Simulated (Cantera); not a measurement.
An isothermal, constant-pressure homogeneous reactor starts with NO : N2 = 1 : 0.65 (molar parts), at 2125 K and 2670 Pa. Integrator tolerance rtol = 1e-08.

Detailed kinetics in Cantera: GRI-Mech 3.0 (53 species, 325 reactions). Radical loss at walls, strong at low pressure, is not modelled.

Question: What does this change do: pressure from 2670 Pa to 6800 Pa?

Answer: 
```tsv
quantity	before	after
x(NO) at 5.00 s	0.0504 (gas-phase equilibrium 0.0117)	0.0214 (gas-phase equilibrium 0.0118)
x(N2O) at 5.00 s	6.31e-7 (gas-phase equilibrium 1.00e-7)	2.48e-7 (gas-phase equilibrium 1.60e-7)
x(NO2) at 5.00 s	1.33e-5 (gas-phase equilibrium 3.21e-6)	9.28e-6 (gas-phase equilibrium 5.15e-6)
x(N2) at 5.00 s	0.670 (gas-phase equilibrium 0.689)	0.685 (gas-phase equilibrium 0.690)
x(O2) at 5.00 s	0.274 (gas-phase equilibrium 0.294)	0.290 (gas-phase equilibrium 0.295)
x(O) at 5.00 s	0.00534 (gas-phase equilibrium 0.00551)	0.00343 (gas-phase equilibrium 0.00346)
```
